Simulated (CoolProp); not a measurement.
A closed Brayton cycle with nitrogen: compressor inlet 315.15 K and 4.9 MPa, high pressure 14.8 MPa, turbine inlet 800 K, compressor efficiency 0.8, turbine efficiency 0.9, recuperator effectiveness 0.8 (on enthalpy, no pinch check). Each further row changes one setting.

Values from CoolProp's reference Helmholtz-energy equation of state, Span 2000.

| case | thermal efficiency (%) | net work (kJ/kg) | compressor to turbine work | compressor exit (K) | turbine exit (K) |
|---|---|---|---|---|---|
| as stated | 22.2 | 55.0 | 0.74 | 462.8 | 613.6 |
| turbine inlet 750 K | [?] | 41.6 | 0.79 | 462.8 | [?] |
| compressor inlet 325.15 K | 20.4 | [?] | 0.77 | 477.3 | 613.6 |
| high pressure 12.6 MPa | [?] | [?] | 0.71 | 438.2 | 637.8 |
| recuperator effectiveness 0.5 | 18.5 | 55.0 | 0.74 | 462.8 | 613.6 |

**Question.** Complete the blanks.

**Answer.** 
- turbine inlet 750 K, thermal efficiency (%): 18.4
- turbine inlet 750 K, turbine exit (K): 573.6
- compressor inlet 325.15 K, net work (kJ/kg): 49.8
- high pressure 12.6 MPa, thermal efficiency (%): 23.4
- high pressure 12.6 MPa, net work (kJ/kg): 54.2
